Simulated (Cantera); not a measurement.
An isothermal, constant-pressure homogeneous reactor starts with H2 : O2 : N2 = 1.2 : 1 : 0.59 (molar parts), at 1200 K and 60000 Pa.

Detailed kinetics in Cantera: GRI-Mech 3.0 (53 species, 325 reactions). The temperature is held fixed by assumption; the heat of reaction is taken as removed at once.

x: mole fraction; the columns are a selection and need not sum to one.

```csv
t (s),x H2,x O2,x H,x OH,x N2O
3.00e-6,0.430,0.358,3.14e-8,3.13e-9,<1e-12
1.94e-5,0.430,0.358,9.75e-5,1.05e-5,1.98e-12
0.000125,0.00518,0.184,0.000209,0.00101,3.68e-8
0.000805,0.000503,0.183,2.36e-6,0.000141,4.22e-8
0.00520,1.37e-5,0.183,2.43e-8,4.74e-5,4.34e-8
0.0335,8.20e-8,0.183,3.09e-10,1.89e-5,4.33e-8
0.216,?,0.183,4.54e-11,?,?
1.40,2.12e-8,0.183,3.73e-11,7.72e-6,2.07e-8
9.00,2.12e-8,0.183,3.73e-11,7.71e-6,?
```

Q: Complete the blanks.

A: 
- 0.216, x H2: 2.29e-8
- 0.216, x OH: 8.74e-6
- 0.216, x N2O: 3.94e-8
- 9.00, x N2O: 3.55e-9
